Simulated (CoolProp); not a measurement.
Computed with CoolProp (reference Helmholtz-energy equation of state, Span 2000).

Problem. For nitrogen, give the phase and the cp (kJ/(kg K)), Joule-Thomson coefficient (K/MPa), viscosity (µPa s), conductivity (mW/(m K)) at -144.25 °C and 10.2 MPa.

Solution. 
- -144.25 °C and 10.2 MPa: supercritical; cp 2.37, Joule-Thomson coefficient 0.305, viscosity 48.1, conductivity 71.9

Viscosity comes from a separate model (Lemmon 2004). Thermal conductivity comes from a separate model (Lemmon 2004).
